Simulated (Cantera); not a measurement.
An adiabatic, constant-pressure homogeneous reactor starts with 13.4 % CH4, 16.8 % O2, 63.0 % N2, 6.84 % CO2, equivalence ratio 1.6, at 1350 K and 101000 Pa.

Model: GRI-Mech 3.0 (53 species, 325 reactions), integrated in Cantera.

x: mole fraction; the columns are a selection and need not sum to one.

```tsv
t (s)	T (K)	x CH4	x O2	x CO2	x C2H4	x HCN
6.00e-6	1350	0.134	0.168	0.0684	<1e-12	<1e-12
1.45e-5	1350	0.134	0.168	0.0684	<1e-12	<1e-12
3.51e-5	1350	0.134	0.168	0.0684	9.44e-12	<1e-12
8.50e-5	1350	0.134	0.168	0.0684	1.87e-10	<1e-12
0.000206	1350	0.134	0.168	0.0684	(withheld)	<1e-12
0.000498	1350	0.134	0.168	0.0684	(withheld)	<1e-12
0.00120	1350	0.134	0.167	0.0684	(withheld)	<1e-12
0.00292	1353	0.133	0.167	0.0684	(withheld)	<1e-12
0.00706	1380	0.127	0.163	0.0683	(withheld)	<1e-12
0.0171	2493	<1e-12	0.000301	0.0601	<1e-12	9.63e-9
0.0413	2491	<1e-12	0.000294	0.0600	<1e-12	1.54e-8
0.100	2491	<1e-12	0.000294	0.0600	<1e-12	1.58e-8
```

### Question
Some entries are withheld; supply them.

### Answer

- 0.000206, x C2H4: 4.79e-9
- 0.000498, x C2H4: 1.48e-7
- 0.00120, x C2H4: 2.38e-6
- 0.00292, x C2H4: 1.86e-5
- 0.00706, x C2H4: 0.000356
